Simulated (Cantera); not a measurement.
Feed: 1 mol Si, 2.3 mol F2, 0.28 mol H2, at 798.15 K and 2.90 Pa.

Cantera equilibrium calculation (NASA polynomials, part measured and part estimated; ideal gas, pure solids and liquids). Candidate condensed phases: Si; 25 gas species. The numbers say what is thermodynamically allowed, not how fast it happens.

Base state: SiF4 0.625, HF 0.350, F 0.0245, F2 0.000266 (mole fractions); condensed: gas only.

Question: What changes in the equilibrium state with this change: 0.056 mol NH3 added?

Answer: 
```json
[
 {"species": "SiF4", "before": "0.625", "after": "0.591"},
 {"species": "HF", "before": "0.350", "after": "0.355"},
 {"species": "H2", "before": "<1e-9", "after": "0.0378"},
 {"species": "F", "before": "0.0245", "after": "<1e-9"},
 {"species": "N2", "before": "0", "after": "0.0165"},
 {"species": "F2", "before": "0.000266", "after": "<1e-9"}
]
```
Further candidate phases: Si3N4.

Question: What changes in the equilibrium state with this change: pressure from 2.90 Pa to 1330 Pa?

Answer: 
| species | before | after |
|---|---|---|
| SiF4 | 0.625 | 0.631 |
| HF | 0.350 | 0.353 |
| F2 | 0.000266 | 0.00925 |
| F | 0.0245 | 0.00673 |

Question: What changes in the equilibrium state with this change: pressure from 2.90 Pa to 880 Pa?

Answer: 
```json
[
 {"species": "SiF4", "before": "0.625", "after": "0.630"},
 {"species": "HF", "before": "0.350", "after": "0.353"},
 {"species": "F2", "before": "0.000266", "after": "0.00861"},
 {"species": "F", "before": "0.0245", "after": "0.00799"}
]
```
